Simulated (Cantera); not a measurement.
A perfectly stirred reactor is fed with N₂O : H₂O = 1 : 0.09 (molar parts), at 0.760 bar; it is held at 1475 K, and followed from long to short residence time.

Cantera simulation using GRI-Mech 3.0 (53 species, 325 reactions); the numbers are that mechanism's predictions, not measurements. GRI-Mech 3.0 was tuned for natural gas; its chemistry of N2O as a main component is partial and can be far from experiment. The temperature is held fixed by assumption; the heat of reaction is taken as removed at once.

**Question.** Predict: x(N₂O) at τ = 20.0 s; x(H₂O) at τ = 20.0 s; x(OH) at τ = 20.0 s; x(NO) at τ = 20.0 s; x(H₂O₂) at τ = 20.0 s; x(N₂O) at τ = 82.0 ms; x(H₂O) at τ = 82.0 ms; x(OH) at τ = 82.0 ms; x(NO) at τ = 82.0 ms; x(H₂O₂) at τ = 82.0 ms.

**Answer.** 
* **x(N₂O) at τ = 20.0 s**: 0.00143
* **x(H₂O) at τ = 20.0 s**: 0.0566
* **x(OH) at τ = 20.0 s**: 9.15e-5
* **x(NO) at τ = 20.0 s**: 0.0191
* **x(H₂O₂) at τ = 20.0 s**: 1.10e-8
* **x(N₂O) at τ = 82.0 ms**: 0.180
* **x(H₂O) at τ = 82.0 ms**: 0.0616
* **x(OH) at τ = 82.0 ms**: 0.000256
* **x(NO) at τ = 82.0 ms**: 0.0742
* **x(H₂O₂) at τ = 82.0 ms**: 5.77e-8
